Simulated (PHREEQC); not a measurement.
A solution holds 0.27 mol HF, 0.0017 mol NaF and 0.00053 mol H2SiF6 per kg of water, at 25 °C. It is in equilibrium with CO2 at log p = -3.5 (atm). Otherwise closed; pH follows from the charge balance.

Model: ion-association model, phreeqc.dat, run in PHREEQC.

```
quantity                    before    after
------------------------  --------  -------
pH                            1.75     3.26
ionic strength (mol/kgw)    0.0221  0.00262
HF (mol/kgw)                 0.241  0.00122
F- (mol/kgw)                0.0107  0.00158
HF2- (mol/kgw)             0.00987  7.39e-6
HCO3- (mol/kgw)           3.10e-10  9.26e-9
SI of Quartz (SiO2)         -10.48    +0.25
```

### Question
Name the change that produced these shifts.
(A) 0.035 mol/kgw Na2CO3 added
(B) HF replaced by NH4HF2 at the same molality
(C) HF left out
(D) NaF from 0.0017 to 0.00017 mol/kgw
(E) 0.0029 mol/kgw LiOH added

### Answer
C, HF left out

This is a speciation only: nothing precipitates in the calculation. Some of these states are supersaturated (in Quartz (slow to form), for instance). SiF6-2 is the database's only silicon fluoride.
